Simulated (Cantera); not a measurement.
Charge: 1 mol SiCl4, 0.026 mol Cl2, 400 mol H2, 0.066 mol N2, equilibrated at 10000 Pa.

Method: chemical equilibrium by Gibbs-energy minimisation in Cantera with the NASA 1993 tables (ideal gas, pure condensed phases). Candidate condensed phases: NH4Cl, Si, Si3N4; 28 gas species. N2 is the only nitrogen source here; it is nearly inert below about 1500 K, so the nitride shown seldom forms there in practice. Mutual solubility and eutectic melting of coexisting phases are not modelled. The tables' values for SiCl3 are old estimates; treat these amounts as uncertain. Gases not in the tables: Si2H6 and higher silanes. Equilibrium is a limit: real reactors are often held back by kinetics, nucleation or transport.

x: gas mole fraction; n: condensed amount in mol.

| T (°C) | x H2 | x HCl | x SiCl4 | x SiHCl3 | x H | x SiCl2 | n Si3N4(s) | n Si(s) |
|---|---|---|---|---|---|---|---|---|
| 575 | 0.996 | 0.00218 | 0.00125 | 0.000928 | 6.00e-11 | 1.49e-6 | 0.0330 | 0 |
| 650 | 0.995 | … | … | 0.000981 | … | … | 0.0330 | … |
| 725 | 0.993 | 0.00568 | 0.000528 | 0.000639 | 6.78e-9 | 5.50e-5 | 0.0330 | 0.362 |
| 800 | 0.991 | 0.00797 | 0.000192 | 0.000292 | 4.41e-8 | 0.000125 | 0.0330 | 0.619 |
| 875 | 0.990 | 0.00913 | 4.24e-5 | 9.22e-5 | 2.25e-7 | 0.000185 | 0.0330 | 0.751 |
| 950 | 0.990 | 0.00946 | 8.08e-6 | 2.61e-5 | 9.46e-7 | 0.000220 | 0.0329 | 0.788 |
| 1025 | 0.990 | 0.00952 | … | … | … | 0.000244 | 0.0320 | 0.796 |
| 1100 | 0.990 | 0.00952 | 4.15e-7 | 2.73e-6 | 1.05e-5 | 0.000263 | 0.0268 | 0.809 |
| 1175 | 0.990 | 0.00950 | 1.17e-7 | 1.04e-6 | 2.90e-5 | 0.000281 | 7.91e-6 | 0.884 |
| 1250 | 0.990 | 0.00947 | 3.72e-8 | 4.36e-7 | 7.27e-5 | 0.000296 | 0 | 0.878 |
| 1325 | 0.990 | 0.00945 | 1.32e-8 | 1.98e-7 | 0.000167 | 0.000310 | 0 | 0.871 |
| 1400 | 0.990 | 0.00942 | 5.14e-9 | 9.69e-8 | 0.000358 | 0.000323 | 0 | 0.861 |

Q: Fill in the missing entries.

A: 
- 650, x HCl: 0.00325
- 650, x SiCl4: 0.000901
- 650, x H: 7.71e-10
- 650, x SiCl2: 1.53e-5
- 650, n Si(s): 0.0892
- 1025, x SiCl4: 1.70e-6
- 1025, x SiHCl3: 7.98e-6
- 1025, x H: 3.37e-6
